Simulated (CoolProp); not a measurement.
Saturation properties of toluene (Tc = 318.6 °C, pc = 4.126 MPa, ω = 0.266).

Values from CoolProp's reference Helmholtz-energy equation of state, Lemmon 2006. It is a short technical equation, of lower accuracy than the large ones.

```csv
T (°C),p (MPa),vapour density (kg/m³),enthalpy of vaporisation (kJ/kg),surface tension (mN/m),liquid viscosity (µPa s)
28.25,0.004484,0.1656,410.9,27.5,531
44.45,0.009651,0.3393,401.4,25.5,443
60.65,0.01902,0.6394,391.8,23.6,377
76.85,0.03482,1.124,382.0,21.7,326
93.05,0.05985,1.863,372.0,19.9,285
109.25,0.09751,2.942,361.6,18.0,251
125.45,0.1517,4.457,350.7,16.3,223
141.65,0.2269,6.525,339.3,14.5,200
157.85,0.3278,9.281,327.1,12.8,180
174.05,0.4598,12.89,314.0,11.2,162
190.25,0.6285,17.56,299.9,9.59,147
206.45,0.8398,23.57,284.4,8.06,132
222.55,1.098,31.24,267.4,6.60,119
238.75,1.415,41.23,248.2,5.20,107
```

It boils at 110.6 °C under 1 atm.

Viscosity comes from a separate model (Avgeri 2015). Surface tension comes from a separate correlation (Mulero 2012).
